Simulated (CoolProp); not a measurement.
The numbers come from the reference Helmholtz-energy equation of state, Span 1996 in CoolProp.

**Question.** Give the vapour pressure (MPa), vapour density (kg/m³), enthalpy of vaporisation (kJ/kg), liquid viscosity (µPa s) of saturated carbon dioxide at 255.2 K.

**Answer.** 
```json
[
 {"T (K)": "255.2", "p (MPa)": "2.10", "vapour density (kg/m³)": "55.2", "enthalpy of vaporisation (kJ/kg)": "278", "liquid viscosity (µPa s)": "135"}
]
```

Viscosity comes from a separate model (Laesecke 2017).
